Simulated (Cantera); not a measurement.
# Thermodynamics of thermal oxidation and active oxidation of silicon, feed Si + N₂O + H₂

Charge: 1 mol Si, a varied amount of N₂O, 4.8 mol H₂, held at 1098.15 K and 1.50 Pa.

These are equilibrium values from Cantera (NASA tables, ideal gas, pure condensed phases), not measurements of a reactor. Candidate condensed phases: H₂O, Si, SiO₂, Si₂N₂O, Si₃N₄; 35 gas species. Mutual solubility and eutectic melting of coexisting phases are not modelled. Kinetics and transport are ignored.

From 0.17 mol N₂O to 0.46 mol N₂O the condensed part is Si(s) + Si₂N₂O(s). From 0.64 mol N₂O to 1.8 mol N₂O the condensed part is SiO₂(β-quartz) + Si₂N₂O(s). From 2.5 mol N₂O to 3.5 mol N₂O the condensed part is SiO₂(β-quartz).

```
n(N₂O) (mol)   x H₂     x N₂     x H₂O     x SiO      x H     x OH     x NH₃  n Si(s)  n Si₂N₂O(s)  n SiO₂(β-quartz)
------------  -----  -------  --------  --------  -------  -------  --------  -------  -----------  ----------------
0.17          1.000  2.24e-6  1.36e-11   2.24e-6  6.41e-6   <1e-12  7.21e-12    0.660        0.170                 0
0.23          1.000  2.24e-6  1.36e-11   2.24e-6  6.41e-6   <1e-12  7.21e-12    0.540        0.230                 0
0.33          1.000  2.24e-6  1.36e-11   2.24e-6  6.41e-6   <1e-12  7.21e-12    0.340        0.330                 0
0.46          1.000  2.24e-6  1.36e-11   2.24e-6  6.41e-6   <1e-12  7.21e-12   0.0800        0.460                 0
0.64          0.963   0.0374   1.86e-6   6.53e-6  6.29e-6   <1e-12  8.80e-10        0        0.453            0.0933
0.9           0.900   0.1000   2.41e-6   4.71e-6  6.08e-6   <1e-12   1.30e-9        0        0.367             0.267
1.3           0.818    0.182   2.68e-6   3.86e-6  5.80e-6   <1e-12   1.52e-9        0        0.233             0.533
1.8           0.735    0.265   2.73e-6   3.40e-6  5.49e-6   <1e-12   1.56e-9        0       0.0667             0.867
2.5           0.589    0.342    0.0685  1.09e-10  4.92e-6  2.52e-9   1.27e-9        0            0              1.00
3.5           0.398    0.422     0.181  2.78e-11  4.04e-6  8.09e-9  7.84e-10        0            0              1.00
```
x: gas mole fraction; n: condensed amount in mol.
